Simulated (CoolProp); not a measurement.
The fluid at 406.2 K and 4.06 MPa is throttled through a valve to 1.76 MPa with no heat exchange. The same conditions are run with several fluids, on thermodynamics alone (safety and materials aside).

The numbers come from the reference Helmholtz-energy equation of state of each fluid (1,2-dichloroethane: Thol 2015; trans-2-butene: Lemmon 2005; n-butane: Bücker 2006; p-xylene: Zhou 2012; isohexane: Lemmon 2006) in CoolProp.

Problem. Rank 1,2-dichloroethane, trans-2-butene, n-butane, p-xylene, isohexane by temperature change (K), highest first.

Solution. p-xylene (+0.7), 1,2-dichloroethane (+0.5), isohexane (+0.1), trans-2-butene (-25.1), n-butane (-25.6)

```csv
fluid,final phase,final density (kg/m³)
"1,2-dichloroethane",liquid,1070
trans-2-butene,"two-phase, vapour fraction 0.286",126
n-butane,"two-phase, vapour fraction 0.330",117
p-xylene,liquid,760
isohexane,liquid,538
```
